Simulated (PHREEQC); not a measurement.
Acid mine or pickling water

Synthetic water in mg/kgw, 90 °C, pH 3.59, pe 8.2: Na 106; K 87.4; Ca 1130; Mg 68.8; Cl 800; S(6) as SO4 2380; Fe(3) 10.5; Zn 57; Cu(2) 3.82.

Valence states are taken as typed.

The numbers come from PHREEQC with the ion-association model, wateq4f.dat.

No solid was allowed to form.

Q: Predict the ionic strength, charge-balance error.

A: ionic strength 0.0803 mol/kgw; charge-balance error 0.0 %.

Q: In which forms is Mg present?

A: MgSO4 60 %, Mg+2 40 % of the Mg.

The solution is supersaturated, for example in Jarosite-K, Jarosite-Na, so a real one may precipitate; this is no full list. At this temperature some constants are extrapolated from 25 °C, and those without enthalpy data are left unchanged.
